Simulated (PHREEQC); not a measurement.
Copper plating or etch bath: an equilibrium model

Dissolve 0.12 mol CuCl2, 0.0014 mol HBF4 and 0.0071 mol NaCl per kg of water at 25 °C. Closed to the air; pH follows from the charge balance.

The numbers come from PHREEQC with the ion-association model, phreeqc.dat.

| Item | Value |
|---|---|
| pH | 2.76 |
| ionic strength | 0.331 mol/kgw |
| activity of water | 0.994 |
| density | 1.012 g/cm³ |
| total alkalinity | -5.60 meq/kg |

```tsv
species	molality	activity	log γ
Cl-	0.228	0.155	-0.168
Cu+2	0.101	0.0285	-0.550
CuCl+	0.0174	0.0119	-0.167
Na+	0.00710	0.00516	-0.139
H+	0.00225	0.00175	-0.109
HF	0.00185	0.00199	0.033
F-	0.00114	0.000759	-0.177
CuCl2	0.000913	0.000985	0.033
H3BO3	0.000839	0.000905	0.033
CuF+	0.000538	0.000394	-0.136
BF4-	0.000428	0.000313	-0.136
BF3OH-	7.86e-5	5.75e-5	-0.136
BF2(OH)2-	5.36e-5	3.92e-5	-0.136
```

No solid was allowed to form. Real BF4- forms and hydrolyses slowly; the run takes it at equilibrium.
